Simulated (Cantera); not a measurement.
Charge: 1 mol Si₃N₄, a varied amount of F₂, 97 mol N₂, equilibrated at 1148 K and 0.180 bar.

These are equilibrium values from Cantera (NASA tables, ideal gas, pure condensed phases), not measurements of a reactor. Candidate condensed phases: Si, Si₃N₄; 16 gas species. Equilibrium is a limit: real reactors are often held back by kinetics, nucleation or transport.

What share of the Si ends up in condensed phases as a function of n(F₂) (mol), at 1.4, 2.3, 3.2, 4.1, 5.1, 6, 6.9, 7.9?


| n(F₂) (mol) | Si condensed (%) | as |
|---|---|---|
| 1.4 | 76.7 | Si₃N₄(s) |
| 2.3 | 61.7 | Si₃N₄(s) |
| 3.2 | 46.7 | Si₃N₄(s) |
| 4.1 | 31.7 | Si₃N₄(s) |
| 5.1 | 15.0 | Si₃N₄(s) |
| 6 | 0.0 | - |
| 6.9 | 0.0 | - |
| 7.9 | 0.0 | - |
